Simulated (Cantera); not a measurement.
An adiabatic, constant-pressure homogeneous reactor starts with CH3OH : O2 : N2 = 1 : 1.79 : 6.71 (molar parts), at 1198 K and 760 Torr. Integrator tolerance rtol = 1e-08.

Detailed kinetics in Cantera: GRI-Mech 3.0 (53 species, 325 reactions). GRI-Mech 3.0 was tuned for natural gas; its chemistry of methanol as a main component is partial and can be far from experiment.

What does this change do: constant volume in place of constant pressure?


| quantity | before | after |
|---|---|---|
| time of steepest temperature rise | 10.2 ms | 9.90 ms |
| temperature at 0.100 s | 2543 K | 2742 K |
| equilibrium temperature | 2543 K | 2742 K |
| x(CH3OH) at 0.100 s | <1e-12 (gas-phase equilibrium <1e-12) | <1e-12 (gas-phase equilibrium <1e-12) |
| x(O2) at 0.100 s | 0.0330 (gas-phase equilibrium 0.0330) | 0.0346 (gas-phase equilibrium 0.0346) |
| x(HCN) at 0.100 s | 1.15e-10 (gas-phase equilibrium 1.15e-10) | 6.94e-10 (gas-phase equilibrium 6.94e-10) |
| x(CH2) at 0.100 s | <1e-12 (gas-phase equilibrium <1e-12) | <1e-12 (gas-phase equilibrium <1e-12) |
| x(HO2) at 0.100 s | 5.36e-6 (gas-phase equilibrium 5.36e-6) | 1.09e-5 (gas-phase equilibrium 1.09e-5) |
| x(H2O) at 0.100 s | 0.180 (gas-phase equilibrium 0.180) | 0.172 (gas-phase equilibrium 0.172) |

What does this change do: pressure from 760 Torr to 14300 Torr?


```json
[
 {"quantity": "time of steepest temperature rise", "before": "10.2 ms", "after": "1.03 ms"},
 {"quantity": "temperature at 0.100 s", "before": "2543 K", "after": "2671 K"},
 {"quantity": "equilibrium temperature", "before": "2543 K", "after": "2671 K"},
 {"quantity": "x(CH3OH) at 0.100 s", "before": "<1e-12 (gas-phase equilibrium <1e-12)", "after": "<1e-12 (gas-phase equilibrium <1e-12)"},
 {"quantity": "x(O2) at 0.100 s", "before": "0.0330 (gas-phase equilibrium 0.0330)", "after": "0.0277 (gas-phase equilibrium 0.0277)"},
 {"quantity": "x(HCN) at 0.100 s", "before": "1.15e-10 (gas-phase equilibrium 1.15e-10)", "after": "3.51e-10 (gas-phase equilibrium 3.51e-10)"},
 {"quantity": "x(CH2) at 0.100 s", "before": "<1e-12 (gas-phase equilibrium <1e-12)", "after": "<1e-12 (gas-phase equilibrium <1e-12)"},
 {"quantity": "x(HO2) at 0.100 s", "before": "5.36e-6 (gas-phase equilibrium 5.36e-6)", "after": "1.36e-5 (gas-phase equilibrium 1.36e-5)"},
 {"quantity": "x(H2O) at 0.100 s", "before": "0.180 (gas-phase equilibrium 0.180)", "after": "0.189 (gas-phase equilibrium 0.189)"}
]
```
The pressure lies above the range GRI-Mech 3.0 was tuned for (to about 10 atm).
